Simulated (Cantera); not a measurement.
Input: 1 mol SO₂, held at 2525 K and 280 bar.

These are equilibrium values from Cantera (NASA tables, ideal gas, pure condensed phases), not measurements of a reactor. Candidate condensed phases: S; 10 gas species. The ideal-gas law is rough above about 30 bar. Kinetics and transport are ignored.

Base state: SO₂ 0.988, SO 0.00709, O₂ 0.00286, SO₃ 0.00156, O 5.24e-5, S₂O 5.07e-5, S₂ 1.90e-5, S 1.27e-5 (mole fractions); condensed: gas only.

**Question.** What changes in the equilibrium state with this change: temperature from 2525 K to 973.15 K?

**Answer.** 
```
species   before    after
-------  -------  -------
SO₂        0.988    1.000
SO₃      0.00156  7.75e-6
S₂O      5.07e-5  2.25e-6
SO       0.00709  2.26e-7
O₂       0.00286    <1e-9
O        5.24e-5    <1e-9
S        1.27e-5    <1e-9
S₂       1.90e-5  1.96e-7
```
